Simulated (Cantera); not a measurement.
# Ignition delay

Mixture: CH4 : O2 : N2 = 1 : 0.909 : 2.91 (molar parts), equivalence ratio 2.2, at 4.74 atm, adiabatic and at constant volume. Ignition delay is the time to a rise of 400 K.

Detailed kinetics in Cantera: GRI-Mech 3.0 (53 species, 325 reactions).

```csv
T0 (K),delay (ms)
1000,251
1050,113
1100,53.2
1150,26.1
1200,13.2
1250,6.92
1300,3.74
1350,2.07
```

```
Item                                                     Value
--------------------------------------------------  ----------
apparent activation energy between 1250 and 1350 K  170 kJ/mol
```
